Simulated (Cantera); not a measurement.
Gas mixture: O2 : N2 = 0.4 : 0.07 (molar parts), at 47000 Pa, frozen composition.

Cantera's kinetic-theory transport with the Lennard-Jones parameters of GRI-Mech 3.0, ideal gas; thermal conductivity in the multicomponent form.

D: mixture-averaged diffusion coefficient of that species in the mixture.

```json
[
 {"T (K)": "400", "ρ (kg/m³)": "0.444", "cp (J/kg/K)": "955.3", "μ (µPa s)": "25.1", "λ (mW/m/K)": "33.7", "Pr": "0.712", "D (cm²/s) CO2": "0.570", "D (cm²/s) H2O": "0.860", "D (cm²/s) OH": "1.15"},
 {"T (K)": "500", "ρ (kg/m³)": "0.355", "cp (J/kg/K)": "982.9", "μ (µPa s)": "29.5", "λ (mW/m/K)": "40.7", "Pr": "0.711", "D (cm²/s) CO2": "0.848", "D (cm²/s) H2O": "1.31", "D (cm²/s) OH": "1.68"},
 {"T (K)": "600", "ρ (kg/m³)": "0.296", "cp (J/kg/K)": "1012", "μ (µPa s)": "33.4", "λ (mW/m/K)": "47.6", "Pr": "0.710", "D (cm²/s) CO2": "1.17", "D (cm²/s) H2O": "1.83", "D (cm²/s) OH": "2.28"},
 {"T (K)": "700", "ρ (kg/m³)": "0.254", "cp (J/kg/K)": "1040", "μ (µPa s)": "37.1", "λ (mW/m/K)": "54.3", "Pr": "0.710", "D (cm²/s) CO2": "1.52", "D (cm²/s) H2O": "2.42", "D (cm²/s) OH": "2.96"},
 {"T (K)": "800", "ρ (kg/m³)": "0.222", "cp (J/kg/K)": "1064", "μ (µPa s)": "40.5", "λ (mW/m/K)": "[?]", "Pr": "0.710", "D (cm²/s) CO2": "[?]", "D (cm²/s) H2O": "[?]", "D (cm²/s) OH": "[?]"},
 {"T (K)": "900", "ρ (kg/m³)": "0.197", "cp (J/kg/K)": "1083", "μ (µPa s)": "[?]", "λ (mW/m/K)": "[?]", "Pr": "0.709", "D (cm²/s) CO2": "[?]", "D (cm²/s) H2O": "[?]", "D (cm²/s) OH": "[?]"}
]
```

Problem. Complete the blanks.

Solution. 
- 800, λ (mW/m/K): 60.8
- 800, D (cm²/s) CO2: 1.91
- 800, D (cm²/s) H2O: 3.08
- 800, D (cm²/s) OH: 3.70
- 900, μ (µPa s): 43.8
- 900, λ (mW/m/K): 66.9
- 900, D (cm²/s) CO2: 2.34
- 900, D (cm²/s) H2O: 3.79
- 900, D (cm²/s) OH: 4.50
